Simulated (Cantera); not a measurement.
## Gas activation for diamond growth

An isothermal, constant-pressure homogeneous reactor starts with 2.15 % CH4, 97.8 % H2, 0.0196 % N2, at 2200 K and 0.280 bar.

Model: GRI-Mech 3.0 (53 species, 325 reactions), integrated in Cantera. GRI-Mech 3.0 stops at C3 and has no aromatics, soot or wall deposition, so with more carbon than oxygen in the feed, carbon stays in small species such as C2H2 where larger ones or solid carbon would form.

```tsv
t (s)	x CH4	x H2	x HCN	x C2H2	x H
0.000200	0.0174	0.972	3.15e-10	0.000702	0.00686
0.000586	0.0112	0.974	3.01e-9	0.00397	0.00903
0.00172	0.00484	0.977	9.79e-9	0.00764	0.00974
0.00503	0.00163	0.978	2.07e-8	0.00951	0.0103
0.0147	0.000528	0.978	3.41e-8	0.0102	0.0105
0.0432	0.000206	0.979	4.93e-8	0.0103	0.0106
0.126	0.000144	0.979	7.36e-8	0.0104	0.0106
0.371	0.000143	0.979	1.38e-7	0.0104	0.0106
1.09	0.000143	0.979	3.27e-7	0.0104	0.0106
3.18	0.000143	0.979	8.80e-7	0.0104	0.0106
9.32	0.000143	0.979	2.49e-6	0.0104	0.0106
27.3	0.000143	0.979	7.18e-6	0.0104	0.0106
80.0	0.000143	0.979	2.06e-5	0.0104	0.0106
```
x: mole fraction; the columns are a selection and need not sum to one.

Equilibrium at this temperature and pressure: CH4 0.000142, H2 0.979, HCN 0.000341, C2H2 0.0102, H 0.0106 (gas phase only).
